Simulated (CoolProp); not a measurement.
Properties of hydrogen chloride at several states.

Model: reference Helmholtz-energy equation of state, Thol 2018, in CoolProp.

```json
[
 {"T (K)": "563.9", "p (kPa)": "13300", "phase": "supercritical", "density (kg/m³)": "112.0", "cp (kJ/(kg K))": "___", "cv (kJ/(kg K))": "0.6014", "speed of sound (m/s)": "___", "expansivity (1/kK)": "2.418"},
 {"T (K)": "284.3", "p (kPa)": "1120", "phase": "gas", "density (kg/m³)": "18.81", "cp (kJ/(kg K))": "0.9757", "cv (kJ/(kg K))": "0.6450", "speed of sound (m/s)": "286.8", "expansivity (1/kK)": "___"},
 {"T (K)": "590", "p (kPa)": "15.5", "phase": "gas", "density (kg/m³)": "0.1152", "cp (kJ/(kg K))": "0.8103", "cv (kJ/(kg K))": "0.5822", "speed of sound (m/s)": "432.7", "expansivity (1/kK)": "1.696"},
 {"T (K)": "437.5", "p (kPa)": "39100", "phase": "supercritical", "density (kg/m³)": "568.9", "cp (kJ/(kg K))": "1.809", "cv (kJ/(kg K))": "0.7449", "speed of sound (m/s)": "___", "expansivity (1/kK)": "4.944"},
 {"T (K)": "223.9", "p (kPa)": "58.3", "phase": "gas", "density (kg/m³)": "1.152", "cp (kJ/(kg K))": "0.8190", "cv (kJ/(kg K))": "0.5805", "speed of sound (m/s)": "266.0", "expansivity (1/kK)": "4.609"}
]
```

Task: Some entries are withheld; supply them.

Result: 
- 563.9, cp (kJ/(kg K)): 0.9709
- 563.9, speed of sound (m/s): 425.4
- 284.3, expansivity (1/kK): 4.625
- 437.5, speed of sound (m/s): 491.7
